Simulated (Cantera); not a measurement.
Input: 1 mol TiO2, 87 mol H2, at 1300 °C and 2.70 Torr.

Method: chemical equilibrium by Gibbs-energy minimisation in Cantera with the NASA 1993 tables (ideal gas, pure condensed phases). Candidate condensed phases: H2O, Ti, TiO, TiO2, Ti2O3, Ti3O5, Ti4O7; 12 gas species. Equilibrium is a limit: real reactors are often held back by kinetics, nucleation or transport.

Base state: H2 0.995, H2O 0.00383, H 0.000677 (mole fractions); condensed: Ti3O5(s).

Task: What changes in the equilibrium state with this change: TiO2 replaced by ZrO2?

Result: 
| species | before | after |
|---|---|---|
| H2 | 0.995 | 0.999 |
| H | 0.000677 | 0.000679 |
| H2O | 0.00383 | 9.47e-9 |
| Ti3O5(s), mol | 0.333 | 0 |
| ZrO2(tetragonal), mol | 0 | 1.00 |
Further candidate phases: Zr, ZrO2.

Task: What changes in the equilibrium state with this change: temperature from 1300 °C to 1725 °C?

Result: 
| species | before | after |
|---|---|---|
| H2 | 0.995 | 0.970 |
| H | 0.000677 | 0.0263 |
| H2O | 0.00383 | 0.00380 |
| TiO | <1e-9 | 5.13e-5 |
| TiO2 | 1.61e-9 | 1.50e-5 |
| OH | 9.41e-8 | 1.03e-5 |
| Ti3O5(s), mol | 0.333 | 0.331 |
